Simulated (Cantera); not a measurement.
A closed system holds: 1 mol Al, a varied amount of Cl2, 0.2 mol H2, equilibrated at 600 K and 0.975 Torr.

Method: chemical equilibrium by Gibbs-energy minimisation in Cantera with the NASA 1993 tables (ideal gas, pure condensed phases). Candidate condensed phases: Al, AlCl3; 12 gas species. The numbers say what is thermodynamically allowed, not how fast it happens.

Task: Which condensed phases are stable at each of these points (n(Cl2) (mol)): 0.46, 0.95, 1.4, 1.9, 2.4, 2.9, 3.4, 3.9, 4.4?

Result: 
```tsv
n(Cl2) (mol)	condensed phases	Al condensed (%)
0.46	Al(s)	69.3
0.95	Al(s)	36.7
1.4	Al(s)	6.7
1.9	gas only	0.0
2.4	gas only	0.0
2.9	gas only	0.0
3.4	gas only	0.0
3.9	gas only	0.0
4.4	gas only	0.0
```

From 0.46 mol Cl2 to 1.4 mol Cl2 the condensed part is Al(s). From 1.9 mol Cl2 to 4.4 mol Cl2 nothing is condensed.
